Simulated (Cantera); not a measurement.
Cantera run, input and output.

```python
import numpy as np
import cantera as ct

gas = ct.Solution("gri30.yaml")
gas.TPX = 2048, 530000, {'CH4': 1, 'H2O': 4}
reactor = ct.IdealGasConstPressureReactor(gas, energy="off", clone=False)
net = ct.ReactorNet([reactor])
net.rtol, net.atol = 1e-08, 1e-18
show = ['CH4', 'H2O', 'C2H', 'CH2CO', 'HO2', 'C2H6']
times = np.geomspace(0.0001, 30, 14)

steps = ct.SolutionArray(gas, extra=["t"])
rows = []
print(f"{'t/s':>10s}{'T/K':>9s}{'P/Pa':>11s}" + "".join(f"{s:>11s}" for s in show))
for t in times:
    while net.time < t:
        t_next = net.step()
        steps.append(gas.state, t=t_next)
    rows.append([np.interp(t, steps.t, y) for y in (steps.T, steps.P, *steps(*show).X.T)])
    print(f"{t:10.3e}{rows[-1][0]:9.1f}{rows[-1][1]:11.4g}" + "".join(f"{x:11.3e}" for x in rows[-1][2:]))
rate = np.gradient(steps.T, steps.t)
print("integrator steps:", len(steps.t))
if steps.T.max() > steps.T[0] + 200:
    print(f"time of steepest temperature rise: {steps.t[rate.argmax()]:.4e} s")
gas.TPX = 2048, 530000, {'CH4': 1, 'H2O': 4}
gas.equilibrate("TP")
print(f"equilibrium (TP): T = {gas.T:.1f} K  " + "  ".join(f"{s} {gas[s].X[0]:.3e}" for s in show))
```

Output:

```
       t/s      T/K       P/Pa        CH4        H2O        C2H      CH2CO        HO2       C2H6
 1.000e-04   2048.0    5.3e+05  4.326e-02  6.633e-01  2.312e-06  1.637e-04  3.995e-10  8.823e-05
 2.638e-04   2048.0    5.3e+05  2.385e-02  6.134e-01  2.126e-06  1.399e-04  3.041e-10  2.437e-05
 6.960e-04   2048.0    5.3e+05  1.615e-02  5.481e-01  1.394e-06  8.473e-05  1.964e-10  9.424e-06
 1.836e-03   2048.0    5.3e+05  1.083e-02  4.762e-01  5.829e-07  3.288e-05  1.161e-10  3.479e-06
 4.845e-03   2048.0    5.3e+05  4.425e-03  4.231e-01  1.017e-07  5.646e-06  7.812e-11  5.074e-07
 1.278e-02   2048.0    5.3e+05  3.083e-04  4.063e-01  1.045e-09  8.782e-08  6.827e-11  2.421e-09
 3.372e-02   2048.0    5.3e+05  6.527e-08  4.056e-01  7.097e-16  7.964e-12  6.939e-11  1.898e-16
 8.896e-02   2048.0    5.3e+05  2.409e-08  4.056e-01  6.153e-17  3.006e-12  6.939e-11  2.160e-17
 2.347e-01   2048.0    5.3e+05  2.409e-08  4.056e-01  6.153e-17  3.006e-12  6.939e-11  2.160e-17
 6.192e-01   2048.0    5.3e+05  2.409e-08  4.056e-01  6.153e-17  3.006e-12  6.939e-11  2.160e-17
 1.634e+00   2048.0    5.3e+05  2.409e-08  4.056e-01  6.153e-17  3.006e-12  6.939e-11  2.160e-17
 4.310e+00   2048.0    5.3e+05  2.409e-08  4.056e-01  6.153e-17  3.006e-12  6.939e-11  2.160e-17
 1.137e+01   2048.0    5.3e+05  2.409e-08  4.056e-01  6.153e-17  3.006e-12  6.939e-11  2.160e-17
 3.000e+01   2048.0    5.3e+05  2.409e-08  4.056e-01  6.153e-17  3.006e-12  6.939e-11  2.160e-17
integrator steps: 1797
equilibrium (TP): T = 2048.0 K  CH4 2.732e-08  H2O 4.056e-01  C2H 6.982e-17  CH2CO 3.403e-12  HO2 6.939e-11  C2H6 2.667e-17
```

Model: GRI-Mech 3.0 (53 species, 325 reactions), integrated in Cantera.
